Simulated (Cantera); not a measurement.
A Cantera script and its output.

```python
import numpy as np
import cantera as ct

gas = ct.Solution("gri30.yaml")


def delay(T, t_max=10):
    gas.TPX = T, 101325, {'CH4': 1, 'O2': 3.03, 'N2': 19.7}
    reactor = ct.IdealGasReactor(gas, clone=False)
    net = ct.ReactorNet([reactor])
    net.rtol, net.atol = 1e-8, 1e-16
    while net.time < t_max:
        t_old, T_old = net.time, reactor.T
        net.step()
        if reactor.T > T + 400:  # ignition: a rise of 400 K
            return t_old + (T + 400 - T_old) / (reactor.T - T_old) * (net.time - t_old)
    return np.nan


taus = []
for T in [1073, 1148, 1223, 1298, 1373, 1448, 1523, 1598, 1673, 1748]:
    taus.append(delay(T))
    print(f"T0 = {T:6g} K   tau = {taus[-1]:.4e} s")
```

Output:

```
T0 =   1073 K   tau = 4.1871e-01 s
T0 =   1148 K   tau = 1.2850e-01 s
T0 =   1223 K   tau = 4.2996e-02 s
T0 =   1298 K   tau = 1.5576e-02 s
T0 =   1373 K   tau = 6.0908e-03 s
T0 =   1448 K   tau = 2.5853e-03 s
T0 =   1523 K   tau = 1.2020e-03 s
T0 =   1598 K   tau = 6.1303e-04 s
T0 =   1673 K   tau = 3.3961e-04 s
T0 =   1748 K   tau = 2.0148e-04 s
```

Detailed kinetics in Cantera: GRI-Mech 3.0 (53 species, 325 reactions).
